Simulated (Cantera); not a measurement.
Input (Python, Cantera):

```python
import numpy as np
import cantera as ct

gas = ct.Solution("gri30.yaml")
gas.TPX = 1823, 27000, {'CH4': 1, 'O2': 2.47, 'N2': 9.28}
reactor = ct.IdealGasReactor(gas, energy="on", clone=False)
net = ct.ReactorNet([reactor])
net.rtol, net.atol = 1e-08, 1e-16
show = ['CH4', 'O2', 'C2H', 'HO2', 'H2O']
times = np.geomspace(3e-06, 0.6, 15)

steps = ct.SolutionArray(gas, extra=["t"])
rows = []
print(f"{'t/s':>10s}{'T/K':>9s}{'P/Pa':>11s}" + "".join(f"{s:>11s}" for s in show))
for t in times:
    while net.time < t:
        t_next = net.step()
        steps.append(gas.state, t=t_next)
    rows.append([np.interp(t, steps.t, y) for y in (steps.T, steps.P, *steps(*show).X.T)])
    print(f"{t:10.3e}{rows[-1][0]:9.1f}{rows[-1][1]:11.4g}" + "".join(f"{x:11.3e}" for x in rows[-1][2:]))
rate = np.gradient(steps.T, steps.t)
print("integrator steps:", len(steps.t))
if steps.T.max() > steps.T[0] + 200:
    print(f"time of steepest temperature rise: {steps.t[rate.argmax()]:.4e} s")
gas.TPX = 1823, 27000, {'CH4': 1, 'O2': 2.47, 'N2': 9.28}
gas.equilibrate("UV")
print(f"equilibrium (UV): T = {gas.T:.1f} K  " + "  ".join(f"{s} {gas[s].X[0]:.3e}" for s in show))
```

Result:

```
       t/s      T/K       P/Pa        CH4         O2        C2H        HO2        H2O
 3.000e-06   1822.9    2.7e+04  7.842e-02  1.937e-01  4.265e-21  1.139e-06  1.139e-06
 7.174e-06   1822.9    2.7e+04  7.840e-02  1.937e-01  6.686e-19  2.700e-06  5.380e-06
 1.716e-05   1822.7    2.7e+04  7.836e-02  1.937e-01  6.482e-17  6.339e-06  1.888e-05
 4.103e-05   1822.3  2.699e+04  7.821e-02  1.936e-01  6.016e-15  1.439e-05  6.992e-05
 9.811e-05   1821.9  2.699e+04  7.760e-02  1.934e-01  9.314e-13  3.109e-05  3.604e-04
 2.346e-04   1843.9  2.739e+04  6.991e-02  1.883e-01  2.171e-09  1.673e-04  5.505e-03
 5.610e-04   2754.6  4.344e+04  1.782e-16  4.934e-02  4.376e-20  6.831e-06  1.050e-01
 1.342e-03   2802.2  4.401e+04  2.769e-16  4.691e-02  7.146e-20  7.873e-06  1.077e-01
 3.208e-03   2799.4  4.392e+04  2.960e-16  4.435e-02  7.211e-20  7.557e-06  1.084e-01
 7.672e-03   2797.7  4.388e+04  3.024e-16  4.336e-02  7.193e-20  7.417e-06  1.086e-01
 1.835e-02   2797.6  4.388e+04  3.027e-16  4.332e-02  7.192e-20  7.411e-06  1.086e-01
 4.387e-02   2797.6  4.388e+04  3.027e-16  4.332e-02  7.192e-20  7.411e-06  1.086e-01
 1.049e-01   2797.6  4.388e+04  3.027e-16  4.332e-02  7.192e-20  7.411e-06  1.086e-01
 2.509e-01   2797.6  4.388e+04  3.027e-16  4.332e-02  7.192e-20  7.411e-06  1.086e-01
 6.000e-01   2797.6  4.388e+04  3.027e-16  4.332e-02  7.192e-20  7.411e-06  1.086e-01
integrator steps: 1565
time of steepest temperature rise: 3.1693e-04 s
equilibrium (UV): T = 2797.6 K  CH4 4.211e-16  O2 4.332e-02  C2H 7.503e-20  HO2 7.411e-06  H2O 1.086e-01
```

Cantera simulation using GRI-Mech 3.0 (53 species, 325 reactions); the numbers are that mechanism's predictions, not measurements.
